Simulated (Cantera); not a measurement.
Cantera run, input and output.

```python
import numpy as np
import cantera as ct

gas = ct.Solution("gri30.yaml")
gas.TPX = 1875, 13332, {'CH4': 0.019, 'H2': 1, 'H': 0.059}
reactor = ct.IdealGasConstPressureReactor(gas, energy="off", clone=False)
net = ct.ReactorNet([reactor])
net.rtol, net.atol = 1e-08, 1e-18
show = ['CH4', 'H2', 'H', 'CH2', 'C2H', 'C2H2', 'C2H6']
times = np.geomspace(0.001, 1, 10)

steps = ct.SolutionArray(gas, extra=["t"])
rows = []
print(f"{'t/s':>10s}{'T/K':>9s}{'P/Pa':>11s}" + "".join(f"{s:>11s}" for s in show))
for t in times:
    while net.time < t:
        t_next = net.step()
        steps.append(gas.state, t=t_next)
    rows.append([np.interp(t, steps.t, y) for y in (steps.T, steps.P, *steps(*show).X.T)])
    print(f"{t:10.3e}{rows[-1][0]:9.1f}{rows[-1][1]:11.4g}" + "".join(f"{x:11.3e}" for x in rows[-1][2:]))
rate = np.gradient(steps.T, steps.t)
print("integrator steps:", len(steps.t))
if steps.T.max() > steps.T[0] + 200:
    print(f"time of steepest temperature rise: {steps.t[rate.argmax()]:.4e} s")
gas.TPX = 1875, 13332, {'CH4': 0.019, 'H2': 1, 'H': 0.059}
gas.equilibrate("TP")
print(f"equilibrium (TP): T = {gas.T:.1f} K  " + "  ".join(f"{s} {gas[s].X[0]:.3e}" for s in show))
```

It prints:

```
       t/s      T/K       P/Pa        CH4         H2          H        CH2        C2H       C2H2       C2H6
 1.000e-03   1875.0  1.333e+04  6.149e-03  9.810e-01  6.565e-03  5.571e-06  4.296e-07  5.414e-03  1.220e-06
 2.154e-03   1875.0  1.333e+04  6.008e-03  9.840e-01  3.806e-03  1.950e-06  2.605e-07  5.681e-03  6.553e-07
 4.642e-03   1875.0  1.333e+04  5.836e-03  9.856e-01  2.361e-03  7.545e-07  1.666e-07  5.867e-03  3.529e-07
 1.000e-02   1875.0  1.333e+04  5.563e-03  9.863e-01  1.835e-03  4.407e-07  1.333e-07  6.040e-03  2.320e-07
 2.154e-02   1875.0  1.333e+04  5.079e-03  9.867e-01  1.760e-03  3.716e-07  1.331e-07  6.292e-03  1.829e-07
 4.642e-02   1875.0  1.333e+04  4.279e-03  9.871e-01  1.765e-03  3.162e-07  1.420e-07  6.699e-03  1.304e-07
 1.000e-01   1875.0  1.333e+04  3.191e-03  9.877e-01  1.774e-03  2.398e-07  1.544e-07  7.252e-03  7.324e-08
 2.154e-01   1875.0  1.333e+04  2.066e-03  9.882e-01  1.783e-03  1.581e-07  1.675e-07  7.824e-03  3.125e-08
 4.642e-01   1875.0  1.333e+04  1.195e-03  9.887e-01  1.791e-03  9.278e-08  1.776e-07  8.267e-03  1.094e-08
 1.000e+00   1875.0  1.333e+04  6.810e-04  9.890e-01  1.796e-03  5.337e-08  1.837e-07  8.528e-03  4.000e-09
integrator steps: 1270
equilibrium (TP): T = 1875.0 K  CH4 4.130e-04  H2 9.891e-01  H 1.798e-03  CH2 3.255e-08  C2H 1.868e-07  C2H2 8.665e-03  C2H6 1.888e-09
```

Cantera simulation using GRI-Mech 3.0 (53 species, 325 reactions); the numbers are that mechanism's predictions, not measurements. GRI-Mech 3.0 stops at C3 and has no aromatics, soot or wall deposition, so with more carbon than oxygen in the feed, carbon stays in small species such as C2H2 where larger ones or solid carbon would form.
